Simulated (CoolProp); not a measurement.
c-C4F8 (RC318) at 271.07 K and 2.08 MPa flows at 11 m/s in a round tube of 12.7 mm bore and 45 µm roughness, fully developed (64/Re and Nu = 3.66 if laminar; Colebrook and Gnielinski if turbulent). Each further row changes one setting.

Model: reference Helmholtz-energy equation of state, Platzer 1990, in CoolProp. This equation is an older, rougher fit; its heat capacities, sound speeds and derivatives of the liquid may be far off and weren't checked against measurements.

```
case              Reynolds number  Darcy friction factor  pressure drop (Pa/m)  heat-transfer coefficient (W/(m² K))  mass flow (kg/h)
----------------  ---------------  ---------------------  --------------------  ------------------------------------  ----------------
as stated                  395000                 0.0277                213000                                 19500              8080
velocity 22 m/s            790000                 0.0276                847000                                 38800             16200
diameter 25.4 mm           790000                 0.0229                 88000                                 17200             32300
```

Viscosity comes from a separate model (Huber 2003), an estimate that may be off by 10 % or more. Thermal conductivity comes from a separate model (Huber 2003), an estimate that may be off by 10 % or more.
